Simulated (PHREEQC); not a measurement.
## Polishing slurry liquid

Dissolve 40 mmol/kgw NH3, 5 mmol/kgw K2SO4 and 4 mmol/kgw H3BO3 at 60 °C. Closed to the air; pH follows from the charge balance.

Equilibrium calculation in PHREEQC: ion-association model, phreeqc.dat.

- pH: 9.41
- ionic strength: 0.0175 mol/kgw
- total alkalinity: 40.0 meq/kg

| species | molality | activity | log γ |
|---|---|---|---|
| NH3 | 0.0367 | 0.0368 | 0.002 |
| K+ | 0.00969 | 0.00840 | -0.062 |
| SO4-2 | 0.00458 | 0.00265 | -0.237 |
| NH4+ | 0.00320 | 0.00275 | -0.065 |
| H2BO3- | 0.00301 | 0.00262 | -0.061 |
| H3BO3 | 0.000986 | 0.000989 | 0.002 |

Precipitation was switched off in this run. Species that the database lacks are ignored. At this temperature some constants are extrapolated from 25 °C, and those without enthalpy data are left unchanged.
